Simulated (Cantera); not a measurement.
Abatement and gas-phase synthesis: CS₂ + H₂O + H₂

Feed: 1 mol CS₂, 0.86 mol H₂O, 18 mol H₂, held at 39.0 mbar.

Method: chemical equilibrium by Gibbs-energy minimisation in Cantera with the NASA 1993 tables (ideal gas, pure condensed phases). Candidate condensed phases: C, C₆H₆, C₇H₈, C₈H₁₈, H₂O, H₂SO₄, S; 123 gas species. Kinetics and transport are ignored.

From 2623 K to 3523 K nothing is condensed. The main C-bearing gas is CO throughout.

| T (K) | x H | x H₂ | x S | x CO | x SH | x S₂ | x CS | x H₂S |
|---|---|---|---|---|---|---|---|---|
| 2623 | 0.180 | 0.709 | 0.0378 | 0.0369 | 0.0179 | 0.0108 | 0.00581 | 0.00236 |
| 2723 | 0.251 | 0.639 | 0.0446 | 0.0353 | 0.0157 | 0.00722 | 0.00563 | 0.00150 |
| 2823 | 0.335 | 0.558 | 0.0494 | 0.0334 | 0.0129 | 0.00448 | 0.00538 | 0.000893 |
| 2923 | 0.429 | 0.469 | 0.0521 | 0.0314 | 0.0101 | 0.00262 | 0.00508 | 0.000503 |
| 3023 | 0.527 | 0.377 | 0.0528 | 0.0294 | 0.00752 | 0.00149 | 0.00476 | 0.000269 |
| 3123 | 0.619 | 0.290 | 0.0522 | 0.0275 | 0.00542 | 0.000832 | 0.00445 | 0.000138 |
| 3223 | 0.700 | 0.214 | 0.0510 | 0.0258 | 0.00382 | 0.000471 | 0.00417 | 6.90e-5 |
| 3323 | 0.766 | 0.153 | 0.0498 | 0.0245 | 0.00267 | 0.000274 | 0.00392 | 3.39e-5 |
| 3423 | 0.816 | 0.106 | 0.0487 | 0.0235 | 0.00186 | 0.000165 | 0.00368 | 1.66e-5 |
| 3523 | 0.851 | 0.0730 | 0.0480 | 0.0228 | 0.00131 | 0.000103 | 0.00342 | 8.26e-6 |
x: gas mole fraction; nothing condenses.
